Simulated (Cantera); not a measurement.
Feed: 1 mol S, 1.2 mol H2O, 26 mol N2, equilibrated at 823.15 K and 0.100 bar.

These are equilibrium values from Cantera (NASA tables, ideal gas, pure condensed phases), not measurements of a reactor. Gases not in the tables: S3 to S7. Equilibrium is a limit: real reactors are often held back by kinetics, nucleation or transport.

| species | before | after |
|---|---|---|
| N2 | 0.941 | 0.979 |
| S2 | 0.0118 | 0.0179 |
| H2O | 0.0350 | 0.00132 |
| H2S | 0.00819 | 0.00114 |
| H2 | 0.000173 | 1.97e-5 |
| SO2 | 0.00414 | 0.000561 |
| S2O | 8.37e-5 | 4.21e-5 |
Gas species are given as mole fractions.

### Question
Which change was made?
(A) H2O from 1.2 to 0.066 mol
(B) H2O from 1.2 to 9.4 mol
(C) temperature from 823.15 K to 2775 K
(D) temperature from 823.15 K to 2498 K

### Answer
A, H2O from 1.2 to 0.066 mol
